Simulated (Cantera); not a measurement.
Input: 1 mol Mg(OH)2, 1.6 mol CO2, held at 925 K and 13.5 Torr.

Cantera equilibrium calculation (NASA polynomials, part measured and part estimated; ideal gas, pure solids and liquids). Candidate condensed phases: C, C6H6, C7H8, C8H18, H2O, Mg, MgCO3, MgO, Mg(OH)2; 116 gas species. Equilibrium is a limit: real reactors are often held back by kinetics, nucleation or transport.

Base state: CO2 0.615, H2O 0.385 (mole fractions); condensed: MgO(s).

Problem. What changes in the equilibrium state with this change: 0.95 mol CH4 added?

Solution. 
| species | before | after |
|---|---|---|
| H2 | 8.26e-8 | 0.408 |
| CO | 6.53e-8 | 0.289 |
| CO2 | 0.615 | 0.178 |
| H2O | 0.385 | 0.124 |
| CH4 | <1e-9 | 1.72e-5 |
| MgO(s), mol | 1.00 | 1.00 |
